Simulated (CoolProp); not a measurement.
Vapour-liquid equilibrium of toluene (1) + n-dodecane (2) at 0.0338 MPa; x and y are mole fractions of (1).

Values from CoolProp's multi-fluid Helmholtz-energy mixture model, Lemmon 2006 and Lemmon 2004; pair parameters Bell 2016.

| x | bubble temperature, mixture model (°C) | bubble temperature, Raoult's law (°C) | y, mixture model | y, Raoult's law |
|---|---|---|---|---|
| 0.05 | ___ | 156.4 | ___ | 0.469 |
| 0.125 | 142.5 | 137.1 | 0.693 | 0.751 |
| 0.2 | 127.9 | 124.0 | ___ | 0.863 |
| 0.275 | 116.8 | 114.4 | 0.907 | 0.917 |
| 0.35 | ___ | 107.0 | ___ | 0.946 |
| 0.425 | 101.5 | 101.1 | 0.963 | 0.964 |
| 0.5 | 96.2 | 96.1 | 0.975 | 0.975 |
| 0.575 | ___ | 91.9 | 0.983 | 0.983 |
| 0.65 | ___ | 88.3 | 0.988 | 0.988 |
| 0.725 | 85.0 | 85.1 | 0.992 | 0.992 |
| 0.8 | 82.2 | 82.3 | 0.995 | 0.995 |
| 0.875 | 79.7 | 79.7 | 0.997 | 0.997 |
| 0.95 | 77.5 | 77.4 | 0.999 | 0.999 |

Q: Complete the blanks.

A: 
- 0.05, bubble temperature, mixture model (°C): 160.9
- 0.05, y, mixture model: 0.378
- 0.2, y, mixture model: 0.838
- 0.35, bubble temperature, mixture model (°C): 108.2
- 0.35, y, mixture model: 0.943
- 0.575, bubble temperature, mixture model (°C): 91.8
- 0.65, bubble temperature, mixture model (°C): 88.1

The largest gap from Raoult's law is +5.4 K in bubble temperature, at x = 0.125. No azeotrope shows between x = 0.05 and 0.95.

The pair parameters rest on a limited set of measurements; away from them the model extrapolates. The gap from Raoult's law changes sign with composition, which may be real or a fault of the pair parameters; it wasn't checked against measurements.
